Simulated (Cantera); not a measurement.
An isothermal, constant-pressure homogeneous reactor starts with H₂ : O₂ : N₂ = 1.3 : 1 : 13 (molar parts), at 800 K and 0.132 atm. Integrator tolerance rtol = 1e-08.

Model: the H2/O2 subset of GRI-Mech 3.0, which has no nitrogen chemistry, integrated in Cantera. Radical loss at walls, strong at low pressure, is not modelled. Below about 950 K walls govern HO2 and H2O2 in real vessels. The temperature is held fixed by assumption; the heat of reaction is taken as removed at once.

Task: What does this change do: pressure from 0.132 atm to 0.987 atm?

Result: 
| quantity | before | after |
|---|---|---|
| x(H₂) at 300 s | 0.00690 (gas-phase equilibrium <1e-12) | 0.0195 (gas-phase equilibrium <1e-12) |
| x(O₂) at 300 s | 0.0272 (gas-phase equilibrium 0.0239) | 0.0333 (gas-phase equilibrium 0.0239) |
| x(H) at 300 s | 1.58e-8 (gas-phase equilibrium <1e-12) | 1.42e-9 (gas-phase equilibrium <1e-12) |
| x(O) at 300 s | 6.50e-9 (gas-phase equilibrium <1e-12) | 2.84e-10 (gas-phase equilibrium <1e-12) |
| x(H₂O₂) at 300 s | 5.22e-5 (gas-phase equilibrium <1e-12) | 0.000111 (gas-phase equilibrium 1.59e-12) |
| x(OH) at 300 s | 3.63e-9 (gas-phase equilibrium 7.92e-10) | 6.94e-10 (gas-phase equilibrium 4.79e-10) |
